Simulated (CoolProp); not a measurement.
A simple Rankine cycle with m-xylene: condensing at 324.15 K, boiler at 1.3 MPa, turbine inlet 619 K, turbine efficiency 0.65, pump efficiency 0.7, no recuperator. Each further row changes one setting.

The numbers come from the reference Helmholtz-energy equation of state, Zhou 2012 in CoolProp.

| case | thermal efficiency (%) | net work (kJ/kg) | heat in (kJ/kg) | turbine exit temperature (K) | volume ratio over the turbine |
|---|---|---|---|---|---|
| as stated | 17.2 | (withheld) | 893 | 534.4 | 301 |
| condensing temperature 316.15 K | 18.0 | (withheld) | 907 | 529.5 | (withheld) |
| boiler pressure 0.91 MPa | 16.3 | (withheld) | 901 | 541.7 | 202 |
| turbine efficiency 0.55 | 14.5 | 129 | 893 | (withheld) | (withheld) |

**Question.** Some entries are withheld; supply them.

**Answer.** 
- as stated, net work (kJ/kg): 153
- condensing temperature 316.15 K, net work (kJ/kg): 163
- condensing temperature 316.15 K, volume ratio over the turbine: 441
- boiler pressure 0.91 MPa, net work (kJ/kg): 147
- turbine efficiency 0.55, turbine exit temperature (K): 546.2
- turbine efficiency 0.55, volume ratio over the turbine: 307
